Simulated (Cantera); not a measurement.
Pyrogenic steam for wet oxidation

An isothermal, constant-pressure homogeneous reactor starts with 27.5 % H2, 25.0 % O2, 47.5 % N2, at 1175 K and 82.5 Torr.

Cantera simulation using the H2/O2 subset of GRI-Mech 3.0, which has no nitrogen chemistry; the numbers are that mechanism's predictions, not measurements. The temperature is held fixed by assumption; the heat of reaction is taken as removed at once.

| t (s) | x H2 | x O2 | x H2O2 | x OH | x HO2 |
|---|---|---|---|---|---|
| 8.00e-6 | 0.275 | 0.250 | 1.52e-12 | 1.94e-10 | 2.58e-9 |
| 5.50e-5 | 0.275 | 0.250 | 7.45e-11 | 9.58e-9 | 1.96e-8 |
| 0.000378 | 0.0398 | 0.147 | 1.52e-6 | 0.00775 | 2.15e-5 |
| 0.00260 | 0.00139 | 0.130 | 2.17e-6 | 0.00130 | 1.67e-5 |
| 0.0179 | 1.96e-5 | 0.130 | 2.33e-7 | 0.000160 | 8.82e-7 |
| 0.123 | 9.90e-7 | 0.130 | 2.68e-8 | 4.11e-5 | 6.22e-8 |
| 0.846 | 1.07e-7 | 0.130 | 3.79e-9 | 1.40e-5 | 9.82e-9 |
| 5.82 | 2.32e-8 | 0.130 | 8.53e-10 | 6.37e-6 | 7.05e-9 |
| 40.0 | 2.00e-8 | 0.130 | 7.28e-10 | 5.84e-6 | 7.26e-9 |
x: mole fraction; the columns are a selection and need not sum to one.

Equilibrium at this temperature and pressure: H2 2.00e-8, O2 0.130, H2O2 7.28e-10, OH 5.84e-6, HO2 7.26e-9 (gas phase only).
